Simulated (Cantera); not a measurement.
An isothermal, constant-pressure homogeneous reactor starts with 23.1 % NO, 76.9 % N2, at 1973 K and 150000 Pa.

Detailed kinetics in Cantera: GRI-Mech 3.0 (53 species, 325 reactions).

x: mole fraction; the columns are a selection and need not sum to one.

| t (s) | x NO | x NO2 | x O2 | x N2O | x O |
|---|---|---|---|---|---|
| 0.000600 | 0.231 | 4.02e-5 | 8.31e-6 | 2.15e-5 | 1.80e-5 |
| 0.00135 | 0.230 | 6.42e-5 | 5.45e-5 | 2.53e-5 | 2.74e-5 |
| 0.00303 | 0.230 | 6.95e-5 | 0.000200 | 2.56e-5 | 2.95e-5 |
| 0.00682 | 0.230 | 7.20e-5 | 0.000533 | 2.55e-5 | 3.06e-5 |
| 0.0153 | 0.228 | 7.72e-5 | 0.00128 | 2.51e-5 | 3.29e-5 |
| 0.0345 | 0.225 | 8.74e-5 | 0.00297 | 2.43e-5 | 3.76e-5 |
| 0.0775 | 0.217 | ? | ? | 2.27e-5 | ? |
| 0.174 | 0.201 | 0.000129 | 0.0148 | 1.93e-5 | 6.08e-5 |
| 0.391 | 0.169 | 0.000148 | 0.0308 | 1.36e-5 | 8.23e-5 |
| 0.880 | ? | ? | ? | ? | ? |
| 1.98 | 0.0567 | 8.08e-5 | 0.0869 | 1.81e-6 | 0.000132 |
| 4.45 | 0.0184 | 2.88e-5 | 0.106 | 5.30e-7 | 0.000145 |
| 10.0 | 0.00684 | 1.10e-5 | 0.112 | 4.09e-7 | 0.000149 |

Task: Complete the blanks.

Result: 
- 0.0775, x NO2: 0.000105
- 0.0775, x O2: 0.00671
- 0.0775, x O: 4.62e-5
- 0.880, x NO: 0.116
- 0.880, x NO2: 0.000136
- 0.880, x O2: 0.0570
- 0.880, x N2O: 6.55e-6
- 0.880, x O: 0.000109
